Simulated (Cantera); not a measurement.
A Cantera script and its output.

```python
import numpy as np
import cantera as ct

gas = ct.Solution("gri30.yaml")
gas.TPX = 1525, 4800, {'CH4': 0.042, 'H2': 1, 'CO2': 0.004}
reactor = ct.IdealGasConstPressureReactor(gas, energy="off", clone=False)
net = ct.ReactorNet([reactor])
net.rtol, net.atol = 1e-08, 1e-18
show = ['CH4', 'H2', 'CO2', 'O', 'C2H']
times = np.geomspace(0.0007, 40, 15)

steps = ct.SolutionArray(gas, extra=["t"])
rows = []
print(f"{'t/s':>10s}{'T/K':>9s}{'P/Pa':>11s}" + "".join(f"{s:>11s}" for s in show))
for t in times:
    while net.time < t:
        t_next = net.step()
        steps.append(gas.state, t=t_next)
    rows.append([np.interp(t, steps.t, y) for y in (steps.T, steps.P, *steps(*show).X.T)])
    print(f"{t:10.3e}{rows[-1][0]:9.1f}{rows[-1][1]:11.4g}" + "".join(f"{x:11.3e}" for x in rows[-1][2:]))
rate = np.gradient(steps.T, steps.t)
print("integrator steps:", len(steps.t))
if steps.T.max() > steps.T[0] + 200:
    print(f"time of steepest temperature rise: {steps.t[rate.argmax()]:.4e} s")
gas.TPX = 1525, 4800, {'CH4': 0.042, 'H2': 1, 'CO2': 0.004}
gas.equilibrate("TP")
print(f"equilibrium (TP): T = {gas.T:.1f} K  " + "  ".join(f"{s} {gas[s].X[0]:.3e}" for s in show))
```

Result:

```
       t/s      T/K       P/Pa        CH4         H2        CO2          O        C2H
 7.000e-04   1525.0       4800  4.015e-02  9.560e-01  3.824e-03  3.225e-16  1.266e-22
 1.531e-03   1525.0       4800  4.015e-02  9.560e-01  3.824e-03  5.190e-16  7.153e-21
 3.347e-03   1525.0       4800  4.015e-02  9.560e-01  3.824e-03  1.455e-15  4.274e-19
 7.319e-03   1525.0       4800  4.014e-02  9.560e-01  3.821e-03  5.856e-15  2.928e-17
 1.600e-02   1525.0       4800  4.012e-02  9.560e-01  3.812e-03  2.544e-14  2.304e-15
 3.500e-02   1525.0       4800  4.008e-02  9.559e-01  3.771e-03  9.438e-14  1.582e-13
 7.652e-02   1525.0       4800  3.998e-02  9.558e-01  3.631e-03  2.076e-13  4.070e-12
 1.673e-01   1525.0       4800  3.972e-02  9.556e-01  3.298e-03  2.884e-13  2.579e-11
 3.659e-01   1525.0       4800  3.917e-02  9.553e-01  2.667e-03  4.029e-13  7.958e-11
 8.001e-01   1525.0       4800  3.802e-02  9.549e-01  1.674e-03  5.831e-13  1.940e-10
 1.750e+00   1525.0       4800  3.569e-02  9.550e-01  6.022e-04  7.781e-13  4.278e-10
 3.826e+00   1525.0       4800  3.139e-02  9.568e-01  6.666e-05  8.764e-13  8.696e-10
 8.366e+00   1525.0       4800  2.467e-02  9.603e-01  5.853e-06  8.906e-13  1.591e-09
 1.829e+01   1525.0       4800  1.658e-02  9.645e-01  5.366e-06  8.956e-13  2.515e-09
 4.000e+01   1525.0       4800  9.686e-03  9.682e-01  5.257e-06  8.864e-13  3.358e-09
integrator steps: 674
equilibrium (TP): T = 1525.0 K  CH4 3.720e-03  H2 9.732e-01  CO2 3.782e-11  O 4.347e-18  C2H 3.729e-09
```

Detailed kinetics in Cantera: GRI-Mech 3.0 (53 species, 325 reactions). GRI-Mech 3.0 stops at C3 and has no aromatics, soot or wall deposition, so with more carbon than oxygen in the feed, carbon stays in small species such as C2H2 where larger ones or solid carbon would form. Radical loss at walls, strong at low pressure, is not modelled.
